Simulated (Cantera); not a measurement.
## Equilibrium for nitride etching: BN + NF3 + H2O

Charge: 1 mol BN, 0.82 mol NF3, 24 mol H2O, at 75.0 Torr.

Method: chemical equilibrium by Gibbs-energy minimisation in Cantera with the NASA 1993 tables (ideal gas, pure condensed phases). Candidate condensed phases: B, BN, B2O3, B3O3H3, H2O; 62 gas species. Gases not in the tables: H3BO3. Rates play no part.

From 950 K to 1325 K the condensed part is B2O3(l). At 1400 K nothing is condensed. The share of B in condensed phases is highest at 1175 K (65.1 %) and lowest at 1400 K (0.0 %).

```csv
T (K),x H2O,x HF,x N2,x HBO2,x H2,x (HBO2)3,x BOF,x BF3,n B2O3(l)
950,0.859,0.0816,0.0350,2.54e-5,0.0104,0.00913,1.08e-5,0.00398,0.0770
1025,0.859,0.0862,0.0350,0.000128,0.0104,0.00620,5.27e-5,0.00247,0.213
1100,0.859,0.0890,0.0349,0.000511,0.0104,0.00440,0.000202,0.00155,0.291
1175,0.858,0.0903,0.0348,0.00169,0.0103,0.00323,0.000636,0.000979,0.325
1250,0.855,0.0901,0.0348,0.00481,0.0103,0.00244,0.00171,0.000626,0.307
1325,0.849,0.0881,0.0346,0.0120,0.0103,0.00188,0.00402,0.000395,0.207
1400,0.837,0.0839,0.0343,0.0256,0.0102,0.00125,0.00791,0.000230,0
```
x: gas mole fraction; n: condensed amount in mol.
